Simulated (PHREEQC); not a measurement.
Solution (25 °C): 0.34 mol/kgw NaHSO4 and 0.00087 mol/kgw NH3. Closed to the air; pH follows from the charge balance.

The numbers come from PHREEQC with the ion-association model, phreeqc.dat.

```json
[
 {"quantity": "pH", "before": "1.04", "after": "10.07"},
 {"quantity": "ionic strength (mol/kgw)", "before": "0.521", "after": "0.340"},
 {"quantity": "NH4+ (mol/kgw)", "before": "0.000732", "after": "0.000177"}
]
```

Question: Name the change that produced these shifts.
(A) NH3 replaced by NH4HS at the same molality
(B) NaHSO4 left out
(C) NaHSO4 replaced by NaBr at the same molality
(D) diluted 100-fold with water
(E) NH3 replaced by (NH4)2CO3 at the same molality

Answer: C, NaHSO4 replaced by NaBr at the same molality

Precipitation was switched off in this run.
